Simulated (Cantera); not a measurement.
Input (Python, Cantera):

```python
import numpy as np
import cantera as ct

gas = ct.Solution("SiF4_NH3_mec.yaml", "gas")
gas.TPX = 1500, 48000, {'NH3': 1, 'N2': 0.56}
reactor = ct.IdealGasConstPressureReactor(gas, energy="off", clone=False)
net = ct.ReactorNet([reactor])
net.rtol, net.atol = 1e-08, 1e-18
show = ['NH3', 'H2', 'N2', 'NH2', 'N']
times = np.geomspace(0.0005, 9, 11)

steps = ct.SolutionArray(gas, extra=["t"])
rows = []
print(f"{'t/s':>10s}{'T/K':>9s}{'P/Pa':>11s}" + "".join(f"{s:>11s}" for s in show))
for t in times:
    while net.time < t:
        t_next = net.step()
        steps.append(gas.state, t=t_next)
    rows.append([np.interp(t, steps.t, y) for y in (steps.T, steps.P, *steps(*show).X.T)])
    print(f"{t:10.3e}{rows[-1][0]:9.1f}{rows[-1][1]:11.4g}" + "".join(f"{x:11.3e}" for x in rows[-1][2:]))
rate = np.gradient(steps.T, steps.t)
print("integrator steps:", len(steps.t))
if steps.T.max() > steps.T[0] + 200:
    print(f"time of steepest temperature rise: {steps.t[rate.argmax()]:.4e} s")
gas.TPX = 1500, 48000, {'NH3': 1, 'N2': 0.56}
gas.equilibrate("TP")
print(f"equilibrium (TP): T = {gas.T:.1f} K  " + "  ".join(f"{s} {gas[s].X[0]:.3e}" for s in show))
```

Result:

```
       t/s      T/K       P/Pa        NH3         H2         N2        NH2          N
 5.000e-04   1500.0    4.8e+04  6.410e-01  1.092e-06  3.590e-01  2.175e-06  1.355e-14
 1.332e-03   1500.0    4.8e+04  6.410e-01  2.979e-06  3.590e-01  5.780e-06  2.358e-13
 3.548e-03   1500.0    4.8e+04  6.410e-01  9.324e-06  3.590e-01  1.515e-05  1.581e-12
 9.453e-03   1500.0    4.8e+04  6.409e-01  4.618e-05  3.590e-01  3.395e-05  8.530e-12
 2.518e-02   1500.0    4.8e+04  6.407e-01  2.371e-04  3.590e-01  4.312e-05  2.673e-11
 6.708e-02   1500.0    4.8e+04  6.401e-01  7.930e-04  3.590e-01  4.320e-05  6.480e-11
 1.787e-01   1500.0    4.8e+04  6.385e-01  2.270e-03  3.592e-01  4.298e-05  1.635e-10
 4.761e-01   1500.0    4.8e+04  6.342e-01  6.168e-03  3.595e-01  4.247e-05  4.055e-10
 1.268e+00   1500.0    4.8e+04  6.232e-01  1.630e-02  3.605e-01  4.139e-05  8.943e-10
 3.378e+00   1500.0    4.8e+04  5.955e-01  4.154e-02  3.629e-01  3.928e-05  1.537e-09
 9.000e+00   1500.0    4.8e+04  5.334e-01  9.834e-02  3.682e-01  3.524e-05  1.946e-09
integrator steps: 729
equilibrium (TP): T = 1500.0 K  NH3 8.455e-06  H2 5.859e-01  N2 4.141e-01  NH2 6.235e-10  N 5.624e-14
```

Model: the gas-phase N/H chemistry of the illustrative SiF4/NH3 mechanism in the Surface Chemkin manual (1991), integrated in Cantera. Walls and surfaces, which speed up NH3 decomposition in real reactors, are not modelled.
